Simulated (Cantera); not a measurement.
What does this Cantera script print?

```python
import numpy as np
import cantera as ct

gas_names = [...]  # 109 gases of nasa_gas.yaml made of C, Cl, H, Si
cond_names = """
    C(gr) C6H6(L) C7H8(L) C8H18(L),n-octa Si(cr) Si(L) SiC(b)
""".split()


# ... load() reads the species with a 1 bar reference pressure and builds the phases ...
atoms = {
    '(CH3)2SiCl2': {'C': 2, 'H': 6, 'Si': 1, 'CL': 2},
    'C2H4': {'C': 2, 'H': 4},
    'H2': {'H': 2},
}
top_T = {'C(gr)': 4500, 'SiC(b)': 3050}  # K; cautious upper limits of use, not melting points


# ... equilibrate(T, P, feed) seeds the gas with the atoms and calls Mixture.equilibrate('TP', solver="vcs", rtol=1e-11, max_steps=5000) ...
results = []
feed = {'(CH3)2SiCl2': 1, 'C2H4': 0.045, 'H2': 110}  # mol
P = 10000  # Pa
for T in [1075, 1225, 1375, 1525, 1675, 1825, 1975, 2125, 2275, 2425, 2575]:
    mix = equilibrate(T, P, feed)
    results.append((T, P, feed, dict(zip(mix.species_names, mix.species_moles))))

top = {s: max(r[3][s] / sum(r[3][g] for g in gas_names) for r in results) for s in gas_names}
cols = sorted((s for s in top if top[s] > 1e-05), key=lambda s: -top[s])[:5]
seen = [c for c in cond_names if any(r[3].get(c, 0) > 1e-12 for r in results)]
print("log10 of partial pressures in bar; condensed amounts in mol")
print(f"{'T/K':>10s}" + "".join(f"{s[:9]:>10s}" for s in cols + seen))
for T, P, feed, n in results:
    ng = sum(n[g] for g in gas_names)
    print(f"{T:10.4g}" + "".join(f"{np.log10(max(n[s] / ng * P / 1e5, 1e-99)):10.3f}" for s in cols)
          + "".join(f"{n.get(c, 0):10.4g}" for c in seen))
```

Result:

```
log10 of partial pressures in bar; condensed amounts in mol
       T/K        H2         H       HCL C2H2,acet        Si     C(gr)    SiC(b)
      1075    -1.010    -8.338    -2.755    -9.133   -17.263    0.6006    0.9993
      1225    -1.008    -7.010    -2.756    -7.798   -14.170    0.9461    0.9997
      1375    -1.008    -5.969    -2.756    -6.758   -11.755     1.035    0.9995
      1525    -1.008    -5.130    -2.757    -5.925    -9.820     1.063     0.999
      1675    -1.008    -4.439    -2.757    -5.244    -8.234     1.065    0.9982
      1825    -1.008    -3.860    -2.758    -4.676    -6.911     1.037    0.9968
      1975    -1.010    -3.369    -2.761    -4.197    -5.792    0.9467    0.9924
      2125    -1.013    -2.947    -2.766    -3.789    -4.833    0.7409     0.968
      2275    -1.022    -2.582    -2.776    -3.441    -4.001    0.3868    0.8182
      2425    -1.039    -2.267    -2.798    -3.146    -3.280   0.04997         0
      2575    -1.062    -1.992    -2.822    -3.140    -3.217         0         0
```

Method: chemical equilibrium by Gibbs-energy minimisation in Cantera with the NASA 1993 tables (ideal gas, pure condensed phases). The feed counts by its element totals alone. The tables' values for SiCl are old estimates; treat these amounts as uncertain. Gases not in the tables: Si2H6 and higher silanes.
